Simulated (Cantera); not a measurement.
## Transport properties of process gases

Gas mixture: 12.3 % C2H2, 30.0 % NH3, 30.8 % CH4, 26.9 % N2, at 0.0138 atm, frozen composition.

Cantera's kinetic-theory transport with the Lennard-Jones parameters of GRI-Mech 3.0, ideal gas; thermal conductivity in the multicomponent form. Polar gases are described roughly by these parameters. The composition is frozen, though it would react at the higher temperatures.

```
T (K)  ρ (kg/m³)  cp (J/kg/K)  μ (µPa s)  λ (mW/m/K)     Pr  D (cm²/s) CO2  D (cm²/s) C2H2  D (cm²/s) NH3
-----  ---------  -----------  ---------  ----------  -----  -------------  --------------  -------------
400      0.00875         1835       16.3        42.6  0.705           19.5            21.1           26.4
550      0.00636         2087       21.2        62.8  0.703           35.0            37.6           47.8
700      0.00500         2326       25.6        84.5  0.704           53.8            57.6           74.1
850      0.00412         2538       29.6         106  0.705           75.6            80.7            105
1000     0.00350         2733       33.3         129  0.706            100             107            139
1150     0.00304         2897       36.8         151  0.706            127             135            177
1300     0.00269         3039       40.1         172  0.707            157             167            218
1450     0.00241         3162       43.3         193  0.708            189             200            263
```
D: mixture-averaged diffusion coefficient of that species in the mixture.
